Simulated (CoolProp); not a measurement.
R245ca along the isotherm 176.85 °C: Z from the reference equation and from simpler models built on Tc = 174.4 °C, pc = 3941 kPa, ω = 0.355; each cubic takes its own stable root.

The numbers come from the reference Helmholtz-energy equation of state, Zhou 2016 in CoolProp.

| p (kPa) | phase | reference | van der Waals | Soave-Redlich-Kwong | Peng-Robinson |
|---|---|---|---|---|---|
| 31.6 | gas | 0.9972 | 0.9976 | 0.9973 | 0.9970 |
| 46.4 | gas | 0.9959 | 0.9965 | 0.9961 | 0.9956 |
| 68.1 | gas | 0.9940 | 0.9949 | 0.9942 | 0.9935 |
| 100 | gas | 0.9912 | 0.9925 | 0.9915 | 0.9905 |
| 147 | gas | 0.9870 | 0.9890 | 0.9874 | 0.9860 |
| 215 | gas | 0.9809 | 0.9838 | 0.9815 | 0.9795 |
| 316 | gas | 0.9719 | 0.9760 | 0.9727 | 0.9697 |
| 464 | gas | 0.9584 | 0.9645 | 0.9596 | 0.9552 |
| 681 | gas | 0.9382 | 0.9471 | 0.9400 | 0.9335 |
| 1000 | gas | 0.9077 | 0.9204 | 0.9101 | 0.9007 |
| 1470 | gas | 0.8600 | 0.8785 | 0.8635 | 0.8500 |
| 2150 | gas | 0.7831 | 0.8104 | 0.7889 | 0.7697 |
| 3160 | gas | 0.6361 | 0.6794 | 0.6500 | 0.6238 |
| 4640 | supercritical | 0.2157 | 0.3097 | 0.2690 | 0.2446 |
| 6810 | supercritical | 0.2716 | 0.3863 | 0.3202 | 0.2887 |
| 10000 | supercritical | 0.3689 | 0.5170 | 0.4187 | 0.3766 |
